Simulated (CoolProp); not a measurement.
Computed with CoolProp (reference Helmholtz-energy equation of state, Thol 2014).

Give the vapour pressure (MPa), vapour density (kg/m³), surface tension (mN/m) of saturated diethyl ether at 111.05, 150.75, 166.75 °C.


```csv
T (°C),p (MPa),vapour density (kg/m³),surface tension (mN/m)
111.05,0.836,23.9,6.81
150.75,1.81,56.6,2.95
166.75,2.38,81.7,1.60
```

Surface tension comes from a separate correlation (Mulero 2014).
